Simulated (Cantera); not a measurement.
Charge: 1 mol Ti, 1.6 mol H2, 0.24 mol O2, at 1250 K and 13.3 mbar.

Cantera equilibrium calculation (NASA polynomials, part measured and part estimated; ideal gas, pure solids and liquids). Candidate condensed phases: H2O, Ti, TiO, TiO2, Ti2O3, Ti3O5, Ti4O7; 12 gas species. Mutual solubility and eutectic melting of coexisting phases are not modelled. TiO: taken at fixed stoichiometry. Condensed phases not in the tables: N, O or C dissolved in the metal. Equilibrium is a limit: real reactors are often held back by kinetics, nucleation or transport.

Base state: H2 1.000 (mole fractions); condensed: Ti(β) + TiO(s).

Task: What changes in the equilibrium state with this change: temperature from 1250 K to 2073 K?

Result: 
| species | before | after |
|---|---|---|
| H2 | 1.000 | 0.975 |
| H | 4.19e-6 | 0.0225 |
| Ti | <1e-9 | 0.00188 |
| TiO | <1e-9 | 0.000160 |
| Ti(β), mol | 0.520 | 0 |
| TiO(s), mol | 0.480 | 0 |
| Ti(l), mol | 0 | 0.517 |
| TiO(l), mol | 0 | 0.480 |
Each liquid is taken as pure.

Task: What changes in the equilibrium state with this change: temperature from 1250 K to 1775 K?

Result: 
```tsv
species	before	after
H2	1.000	0.997
H	4.19e-6	0.00250
Ti	<1e-9	2.39e-5
Ti(β), mol	0.520	0.520
TiO(s), mol	0.480	0.480
```

Task: What changes in the equilibrium state with this change: temperature from 1250 K to 2023 K?

Result: 
```
species       before    after
-----------  -------  -------
H2             1.000    0.983
H            4.19e-6   0.0163
Ti             <1e-9  0.00100
TiO            <1e-9  7.73e-5
Ti(β), mol     0.520        0
TiO(s), mol    0.480        0
Ti(l), mol         0    0.518
TiO(l), mol        0    0.480
```
Each liquid is taken as pure.
